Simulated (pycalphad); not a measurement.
**Phase fractions of Si-38.7Sn (at.%)**

Source of the numbers: pycalphad with the COST 507 light-alloy database (1999); pressure 1 atm. The database dates from 1999; later assessments differ in places, in temperatures and in the compounds included. Amounts are mole fractions of atoms.

| T (K) | liquid | diamond (Si) | bct (Sn) |
|---|---|---|---|
| 1650 | 1.000 | - | - |
| 1550 | 0.522 | 0.478 | - |
| 1450 | 0.434 | 0.566 | - |
| 1350 | 0.408 | 0.592 | - |
| 1250 | 0.397 | 0.603 | - |
| 1150 | 0.392 | 0.608 | - |
| 1050 | 0.389 | 0.611 | - |
| 950 | 0.388 | 0.612 | - |
| 850 | 0.387 | 0.613 | - |
| 750 | 0.387 | 0.613 | - |
| 650 | 0.387 | 0.613 | - |
| 550 | 0.387 | 0.613 | - |
